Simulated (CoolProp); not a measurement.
Saturated liquid density (kg/m³) of dimethyl carbonate: the reference equation beside estimates from Tc = 557.0 K, pc = 4.909 MPa, ω = 0.346.

Values from CoolProp's reference Helmholtz-energy equation of state, Zhou 2011.

| T (K) | reference | Redlich-Kwong | Soave-Redlich-Kwong |
|---|---|---|---|
| 410.4 | 903.4 | 757.8 | 803.9 |
| 420.8 | 886.8 | 740.3 | 787.0 |
| 431.3 | 869.4 | 721.9 | 768.8 |
| 441.8 | 851.5 | 702.6 | 749.5 |
| 452.3 | 832.9 | 682.2 | 728.9 |
| 462.8 | 813.5 | 660.8 | 706.9 |
| 473.3 | 793.1 | 638.1 | 683.2 |
| 483.7 | 771.6 | 614.1 | 657.8 |
| 494.2 | 748.3 | 588.1 | 629.9 |

Absolute difference from the reference over all 9 rows, mean and median: Redlich-Kwong 18.4 and 18.1 %, Soave-Redlich-Kwong 12.9 and 12.5 %.
